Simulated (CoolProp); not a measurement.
Vapour pressure (MPa) of 1-butene: the reference equation beside estimates from Tc = 419.3 K, pc = 4.006 MPa, ω = 0.192. Clausius-Clapeyron is anchored at 313.8 K with a constant enthalpy of vaporisation of 19.21 kJ/mol.

Model: reference Helmholtz-energy equation of state, Lemmon 2005, in CoolProp. It is a short technical equation, of lower accuracy than the large ones.

```json
[
 {"T (K)": "313.8", "reference": "0.4656", "Clausius-Clapeyron": "0.4656", "van der Waals": "1.120", "Redlich-Kwong": "?", "Peng-Robinson": "0.4644"},
 {"T (K)": "326.2", "reference": "0.6429", "Clausius-Clapeyron": "0.6159", "van der Waals": "1.348", "Redlich-Kwong": "0.8050", "Peng-Robinson": "0.6422"},
 {"T (K)": "338.5", "reference": "0.8638", "Clausius-Clapeyron": "0.7967", "van der Waals": "1.601", "Redlich-Kwong": "1.051", "Peng-Robinson": "?"},
 {"T (K)": "350.9", "reference": "?", "Clausius-Clapeyron": "1.014", "van der Waals": "1.886", "Redlich-Kwong": "?", "Peng-Robinson": "1.143"},
 {"T (K)": "363.3", "reference": "1.473", "Clausius-Clapeyron": "1.269", "van der Waals": "2.199", "Redlich-Kwong": "1.693", "Peng-Robinson": "?"},
 {"T (K)": "375.6", "reference": "?", "Clausius-Clapeyron": "1.563", "van der Waals": "2.540", "Redlich-Kwong": "2.093", "Peng-Robinson": "1.887"},
 {"T (K)": "388", "reference": "?", "Clausius-Clapeyron": "1.903", "van der Waals": "2.915", "Redlich-Kwong": "2.554", "Peng-Robinson": "2.372"},
 {"T (K)": "400.3", "reference": "2.914", "Clausius-Clapeyron": "2.285", "van der Waals": "3.319", "Redlich-Kwong": "3.074", "Peng-Robinson": "2.940"}
]
```

**Question.** What belongs in the gaps?

**Answer.** 
- 313.8, Redlich-Kwong: 0.6010
- 338.5, Peng-Robinson: 0.8647
- 350.9, reference: 1.139
- 350.9, Redlich-Kwong: 1.346
- 363.3, Peng-Robinson: 1.482
- 375.6, reference: 1.872
- 388, reference: 2.350

Absolute difference from the reference over all 8 rows, mean and median: Clausius-Clapeyron 11.7 and 12.4 %, van der Waals 65.5 and 57.4 %, Redlich-Kwong 16.9 and 16.6 %, Peng-Robinson 0.5 and 0.5 %.
